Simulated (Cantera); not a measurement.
Input: 1 mol Si, 2.3 mol H2, equilibrated at 100000 Pa.

These are equilibrium values from Cantera (NASA tables, ideal gas, pure condensed phases), not measurements of a reactor. Candidate condensed phases: Si; 9 gas species. Gases not in the tables: Si2H6 and higher silanes. Kinetics and transport are ignored.

x: gas mole fraction; n: condensed amount in mol.

```json
[
 {"T (K)": "700", "x H2": "1.00", "x H": "<1e-12", "x SiH2": "<1e-12", "x SiH4": "1.21e-7", "n Si(s)": "1.00", "n Si(l)": "0"},
 {"T (K)": "800", "x H2": "1.00", "x H": "…", "x SiH2": "<1e-12", "x SiH4": "…", "n Si(s)": "1.00", "n Si(l)": "0"},
 {"T (K)": "900", "x H2": "1.00", "x H": "1.17e-10", "x SiH2": "3.71e-12", "x SiH4": "3.02e-7", "n Si(s)": "1.000", "n Si(l)": "0"},
 {"T (K)": "1000", "x H2": "1.00", "x H": "2.27e-9", "x SiH2": "9.37e-11", "x SiH4": "4.12e-7", "n Si(s)": "1.000", "n Si(l)": "0"},
 {"T (K)": "1100", "x H2": "1.000", "x H": "2.59e-8", "x SiH2": "1.32e-9", "x SiH4": "5.28e-7", "n Si(s)": "1.000", "n Si(l)": "0"},
 {"T (K)": "1200", "x H2": "1.000", "x H": "1.97e-7", "x SiH2": "1.19e-8", "x SiH4": "6.50e-7", "n Si(s)": "1.000", "n Si(l)": "0"},
 {"T (K)": "1300", "x H2": "1.000", "x H": "1.11e-6", "x SiH2": "7.65e-8", "x SiH4": "7.74e-7", "n Si(s)": "1.000", "n Si(l)": "0"},
 {"T (K)": "1400", "x H2": "1.000", "x H": "4.86e-6", "x SiH2": "3.77e-7", "x SiH4": "9.00e-7", "n Si(s)": "1.000", "n Si(l)": "0"},
 {"T (K)": "1500", "x H2": "1.000", "x H": "…", "x SiH2": "…", "x SiH4": "…", "n Si(s)": "1.000", "n Si(l)": "0"},
 {"T (K)": "1600", "x H2": "1.000", "x H": "5.44e-5", "x SiH2": "5.01e-6", "x SiH4": "1.15e-6", "n Si(s)": "1.000", "n Si(l)": "0"},
 {"T (K)": "1700", "x H2": "1.000", "x H": "0.000147", "x SiH2": "1.42e-5", "x SiH4": "1.25e-6", "n Si(s)": "0", "n Si(l)": "1.000"}
]
```

Question: What belongs in the gaps?

Answer: 
- 1500, x H: 1.76e-5
- 1500, x SiH2: 1.50e-6
- 1500, x SiH4: 1.03e-6
- 800, x H: 2.90e-12
- 800, x SiH4: 2.04e-7
